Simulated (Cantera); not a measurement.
## Ignition delay

Mixture: H₂ : O₂ : N₂ = 1 : 0.538 : 2.02 (molar parts), equivalence ratio 0.93, at 750 Torr, adiabatic and at constant volume. Ignition delay is the time to a rise of 400 K.

Detailed kinetics in Cantera: GRI-Mech 3.0 (53 species, 325 reactions). Below about 950 K walls govern HO2 and H2O2 in real vessels.

| T0 (K) | delay (ms) |
|---|---|
| 875 | 659 |
| 925 | 61.9 |
| 975 | 0.672 |
| 1025 | 0.191 |
| 1075 | 0.107 |
| 1125 | 0.0712 |
| 1175 | 0.0515 |
| 1225 | 0.0393 |

```json
{
  "apparent activation energy between 1125 and 1225 K": "68 kJ/mol"
}
```
